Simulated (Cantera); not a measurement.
An adiabatic, constant-pressure homogeneous reactor starts with CH4 : C2H6 : O2 : N2 = 1 : 0.16 : 1.83 : 20.1 (molar parts), equivalence ratio 1.4, at 1225 K and 3380 Torr.

Model: GRI-Mech 3.0 (53 species, 325 reactions), integrated in Cantera.

Question: Predict: time of steepest temperature rise; temperature at 4.00 s; equilibrium temperature; x(O2) at 4.00 s; x(CH2O) at 4.00 s.

Answer: 
| Item | Result |
|---|---|
| time of steepest temperature rise | 2.33 ms |
| temperature at 4.00 s | 1961 K |
| equilibrium temperature | 1961 K |
| x(O2) at 4.00 s | 8.05e-8 (gas-phase equilibrium 8.05e-8) |
| x(CH2O) at 4.00 s | 1.69e-9 (gas-phase equilibrium 1.69e-9) |
